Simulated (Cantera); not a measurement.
Feed: 1 mol Fe3O4, 1 mol C, a varied amount of N2, equilibrated at 653 Torr.

These are equilibrium values from Cantera (NASA tables, ideal gas, pure condensed phases), not measurements of a reactor. Candidate condensed phases: C, Fe, Fe(CO)5, FeO, Fe2O3, Fe3O4; 27 gas species. Each liquid is taken as pure. Mutual solubility and eutectic melting of coexisting phases are not modelled. The tables' stoichiometric FeO is somewhat more stable than real wüstite, so its field is too wide. FeO: taken at fixed stoichiometry. Equilibrium is a limit: real reactors are often held back by kinetics, nucleation or transport.

Stable condensed phases, one row left out:

```
T in K \ n(N2) in mol
         0.43 0.68  1.1  1.7  2.7  4.3  6.8   11   17
   2575     A    A    A    A    A    A    A    A    A
   2525     B    A    A    A    A    A    A    A    A
   2425     B    B    B    B    A    A    A    A    A
   2375     B    B    B    B    B    B    A    A    A
   2325     B    B    B    B    B    B    B    A    A
   2275     B    B    B    B    B    B    B    B    A
   2225     B    B    B    B    B    B    B    B    B
   2175     B    B    B    B    B    B    B    B    B
   2125     B    B    B    B    B    B    B    B    B
   2075     B    B    B    B    B    B    B    B    B
   2025     B    B    B    B    B    B    B    B    B
   1975     B    B    B    B    B    B    B    B    B
```

A: FeO; B: Fe + FeO.

**Question.** Give the row for 2475 K.

**Answer.** 0.43: Fe + FeO; 0.68: Fe + FeO; 1.1: Fe + FeO; 1.7: FeO; 2.7: FeO; 4.3: FeO; 6.8: FeO; 11: FeO; 17: FeO.
